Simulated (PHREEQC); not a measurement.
# Reverse-osmosis permeate: an equilibrium model

A made-up water analysis in mg/L, 25 °C, pH 5.64, pe 12.1:

| constituent | mg/L |
|---|---|
| Na | 3.36 |
| K | 2.68 |
| Ca | 6.88 |
| Mg | 1.41 |
| Cl | 3.94 |
| S(6) as SO4 | 1.07 |
| Alkalinity as HCO3 | 31.4 |
| Si as SiO2 | 0.644 |

Valence states are taken as typed.

All values are PHREEQC results (ion-association model, wateq4f.dat), not measurements.

Each row changes one thing in this solution. This is a speciation only: nothing precipitates in the calculation.

| case | CO2 (mol/kgw) | HCO3- (mol/kgw) | SO4-2 (mol/kgw) | CaHCO3+ (mol/kgw) | MgHCO3+ (mol/kgw) | CaSO4 (mol/kgw) | SI of Quartz (SiO2) |
|---|---|---|---|---|---|---|---|
| as made | 0.00257 | 0.000516 | 1.07e-5 | 9.80e-7 | 3.04e-7 | 2.79e-7 | -0.99 |
| pH from 5.64 to 5.94 at the same alkalinity | 0.00128 | 0.000514 | 1.07e-5 | 9.78e-7 | 3.03e-7 | 2.79e-7 | -0.99 |
| K from 2.68 to 5.36 mg/L | 0.00257 | 0.000516 | 1.07e-5 | 9.78e-7 | 3.03e-7 | 2.78e-7 | -0.99 |
| all concentrations times 4 at the same typed pH | 0.00990 | 0.00205 | 3.99e-5 | 1.36e-5 | 4.23e-6 | 3.20e-6 | -0.39 |

Complexes and solids missing from the database can't appear.
